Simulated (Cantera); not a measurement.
**Silicon etching in halogen gases: Si + Cl₂ + NF₃**

Input: 1 mol Si, 2.1 mol Cl₂, a varied amount of NF₃, equilibrated at 625 K and 16.0 mbar.

These are equilibrium values from Cantera (NASA tables, ideal gas, pure condensed phases), not measurements of a reactor. Candidate condensed phases: Si, Si₃N₄; 24 gas species. The numbers say what is thermodynamically allowed, not how fast it happens.

```json
[
 {"n(NF₃) (mol)": "0.75", "log p ClF": "<-13", "log p Cl₂": "-2.12", "log p NF₃": "<-13", "log p SiF₄": "-2.46", "log p N₂": "-2.64", "log p SiCl₄": "-2.57", "log p F₂": "<-13", "log p ClF₃": "<-13"},
 {"n(NF₃) (mol)": "0.97", "log p ClF": "<-13", "log p Cl₂": "-2.09", "log p NF₃": "<-13", "log p SiF₄": "-2.42", "log p N₂": "-2.59", "log p SiCl₄": "-2.84", "log p F₂": "<-13", "log p ClF₃": "<-13"},
 {"n(NF₃) (mol)": "1.3", "log p ClF": "<-13", "log p Cl₂": "-2.05", "log p NF₃": "<-13", "log p SiF₄": "-2.38", "log p N₂": "-2.55", "log p SiCl₄": "-3.97", "log p F₂": "<-13", "log p ClF₃": "<-13"},
 {"n(NF₃) (mol)": "1.6", "log p ClF": "-2.53", "log p Cl₂": "-2.20", "log p NF₃": "<-13", "log p SiF₄": "-2.43", "log p N₂": "-2.53", "log p SiCl₄": "<-13", "log p F₂": "-11.77", "log p ClF₃": "-12.46"},
 {"n(NF₃) (mol)": "2.1", "log p ClF": "-2.16", "log p Cl₂": "-2.54", "log p NF₃": "-13.58", "log p SiF₄": "-2.52", "log p N₂": "-2.50", "log p SiCl₄": "<-13", "log p F₂": "-10.69", "log p ClF₃": "-11.01"},
 {"n(NF₃) (mol)": "2.7", "log p ClF": "-2.00", "log p Cl₂": "-3.91", "log p NF₃": "-11.04", "log p SiF₄": "-2.61", "log p N₂": "-2.48", "log p SiCl₄": "<-13", "log p F₂": "-9.00", "log p ClF₃": "-9.15"},
 {"n(NF₃) (mol)": "3.5", "log p ClF": "-2.05", "log p Cl₂": "-9.47", "log p NF₃": "-2.87", "log p SiF₄": "-2.66", "log p N₂": "-2.51", "log p SiCl₄": "<-13", "log p F₂": "-3.55", "log p ClF₃": "-3.75"},
 {"n(NF₃) (mol)": "4.5", "log p ClF": "-2.11", "log p Cl₂": "-9.83", "log p NF₃": "-2.55", "log p SiF₄": "-2.72", "log p N₂": "-2.55", "log p SiCl₄": "<-13", "log p F₂": "-3.32", "log p ClF₃": "-3.59"},
 {"n(NF₃) (mol)": "5.8", "log p ClF": "-2.19", "log p Cl₂": "-10.11", "log p NF₃": "-2.36", "log p SiF₄": "-2.79", "log p N₂": "-2.59", "log p SiCl₄": "<-13", "log p F₂": "-3.18", "log p ClF₃": "-3.52"},
 {"n(NF₃) (mol)": "7.4", "log p ClF": "-2.26", "log p Cl₂": "-10.35", "log p NF₃": "-2.24", "log p SiF₄": "-2.86", "log p N₂": "-2.64", "log p SiCl₄": "<-13", "log p F₂": "-3.09", "log p ClF₃": "-3.50"}
]
```
log p: log10 of the partial pressure in bar; nothing condenses.

From 0.75 mol NF₃ to 7.4 mol NF₃ nothing is condensed. The main Si-bearing gas is SiF₄ throughout.
